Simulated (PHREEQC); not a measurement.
A made-up water analysis in mg/L, 65 °C, pH 7.51, pe 10.9:

| constituent | mg/L |
|---|---|
| Na | 298 |
| K | 418 |
| Ca | 119 |
| Mg | 24.9 |
| Cl | 368 |
| S(6) as SO4 | 465 |
| Alkalinity as HCO3 | 649 |
| Cu(2) | 3.93 |

Valence states are taken as typed.

Computed with PHREEQC (ion-association model, wateq4f.dat).

This is a speciation only: nothing precipitates in the calculation.

Q: Estimate the ionic strength, charge-balance error.

A: ionic strength 0.0351 mol/kgw; charge-balance error 1.9 %.

Q: In which forms is Ca present?

A: Ca+2 73 %, CaSO4 17 %, CaHCO3+ 6.1 %, CaCO3 3.6 % of the Ca.

Examples of supersaturated solids here: Malachite, Cu(OH)2. Others may be too. Away from 25 °C the constants follow the database's enthalpies or fits; those with neither stay at their 25 °C values. The database's constant for dissolved Cu(OH)2 is higher than later reviews accept.
